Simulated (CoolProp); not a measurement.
Properties of nitrogen at several states.

Computed with CoolProp (reference Helmholtz-energy equation of state, Span 2000).

```csv
T (K),p (kPa),phase,Z,cv (kJ/(kg K)),viscosity (µPa s)
733.2,770,gas,1.003,0.8094,33.9
528.2,29.6,gas,1.000,0.7639,27.1
786.1,26.5,gas,1.000,0.8220,35.5
886.3,8630,supercritical,1.033,0.8487,38.7
```

Viscosity comes from a separate model (Lemmon 2004).
